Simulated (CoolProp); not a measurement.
Vapour-liquid equilibrium of R152A (1) + R227EA (2) at 263.4 K; x and y are mole fractions of (1).

Model: multi-fluid Helmholtz-energy mixture model, Outcalt 1996 and Lemmon 2016; pair parameters Bell 2016, in CoolProp.

| x | bubble pressure (bar) | y at the bubble point | dew pressure at overall composition x (bar) | liquid density (mol/L) |
|---|---|---|---|---|
| 0.05 | 1.349 | 0.060 | 1.346 | 9.146 |
| 0.2 | 1.412 | 0.250 | 1.392 | 9.782 |
| 0.35 | 1.498 | 0.433 | 1.456 | 10.49 |
| 0.5 | 1.592 | 0.591 | 1.537 | 11.27 |
| 0.65 | 1.681 | 0.724 | 1.631 | 12.17 |
| 0.8 | 1.757 | 0.842 | 1.731 | 13.20 |
| 0.95 | 1.817 | 0.959 | 1.813 | 14.40 |

No azeotrope shows between x = 0.05 and 0.95.

Pair parameters are fitted to limited data, so mixtures are less certain than the pure fluids. The gap from Raoult's law changes sign with composition, which may be real or a fault of the pair parameters; it wasn't checked against measurements.
